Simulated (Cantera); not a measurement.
A closed system holds: 1 mol Zr, 0.25 mol NH₃, 230 mol H₂, 7.8 mol O₂, at 2373 K and 22.0 Pa.

Cantera equilibrium calculation (NASA polynomials, part measured and part estimated; ideal gas, pure solids and liquids). Candidate condensed phases: H₂O, Zr, ZrN, ZrO₂; 28 gas species. Rates play no part.

Base state: H 0.580, H₂ 0.379, H₂O 0.0263, O 0.00736, OH 0.00715, N₂ 0.000373, ZrO₂ 0.000222, O₂ 0.000212 (mole fractions); condensed: ZrO₂(tetragonal).

**Question.** What changes in the equilibrium state with this change: temperature from 2373 K to 1748 K?

**Answer.** 
```csv
species,before,after
H₂,0.379,0.926
H₂O,0.0263,0.0585
H,0.580,0.0148
ZrO₂,0.000222,<1e-9
ZrO,1.78e-5,<1e-9
O₂,0.000212,1.94e-8
O,0.00736,6.89e-7
"ZrO₂(tetragonal), mol",0.921,1.00
```
